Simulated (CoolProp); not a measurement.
Vapour-liquid equilibrium of methanol (1) + water (2) at 102.55 °C; x and y are mole fractions of (1).

The numbers come from the multi-fluid Helmholtz-energy mixture model, de Reuck 1993 and Wagner 2002; pair parameters Bell 2016 in CoolProp.

| x | bubble pressure (MPa) | y at the bubble point | dew pressure at overall composition x (MPa) | liquid density (mol/L) |
|---|---|---|---|---|
| 0.05 | 0.1327 | 0.195 | 0.1158 | 50.34 |
| 0.2 | 0.1871 | 0.503 | 0.1333 | 43.25 |
| 0.35 | 0.2315 | 0.659 | 0.1558 | 37.53 |
| 0.5 | 0.2698 | 0.760 | 0.1862 | 32.84 |
| 0.65 | 0.3046 | 0.839 | 0.2286 | 28.95 |
| 0.8 | 0.3381 | 0.909 | 0.2869 | 25.68 |
| 0.95 | 0.3717 | 0.977 | 0.3583 | 22.92 |

No azeotrope shows between x = 0.05 and 0.95.

The pair parameters rest on a limited set of measurements; away from them the model extrapolates.
